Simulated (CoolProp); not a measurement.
Vapour-liquid equilibrium of CHF3 (R23) (1) + sulfur hexafluoride (2) at -31.35 °C; x and y are mole fractions of (1).

Computed with CoolProp (multi-fluid Helmholtz-energy mixture model, Penoncello 2003 and Guder 2009; pair parameters Bell 2016).

```tsv
x	bubble pressure, mixture model (MPa)	bubble pressure, Raoult's law (MPa)	y, mixture model	y, Raoult's law
0.05	0.5751	0.4940	?	0.097
0.125	0.6921	0.5310	?	0.226
0.2	0.7742	0.5679	0.450	0.339
0.275	0.8337	0.6049	?	0.437
0.35	0.8783	0.6418	?	0.525
0.425	0.9131	0.6788	0.598	0.602
0.5	?	0.7157	0.634	0.672
0.575	0.9631	0.7527	0.671	0.735
0.65	0.9803	0.7896	0.710	0.792
0.725	0.9921	0.8265	0.753	0.844
0.8	0.9974	0.8635	0.803	0.891
0.875	0.9941	0.9004	?	0.935
0.95	0.9797	0.9374	?	0.975
```

Some entries are withheld; supply them.


- 0.05, y, mixture model: 0.199
- 0.125, y, mixture model: 0.359
- 0.275, y, mixture model: 0.511
- 0.35, y, mixture model: 0.558
- 0.5, bubble pressure, mixture model (MPa): 0.9408
- 0.875, y, mixture model: 0.863
- 0.95, y, mixture model: 0.938

The largest gap from Raoult's law is +37.8 % in bubble pressure, at x = 0.275. y crosses x between x = 0.8 and 0.875: the model has an azeotrope there.

Pair parameters are fitted to limited data, so mixtures are less certain than the pure fluids.
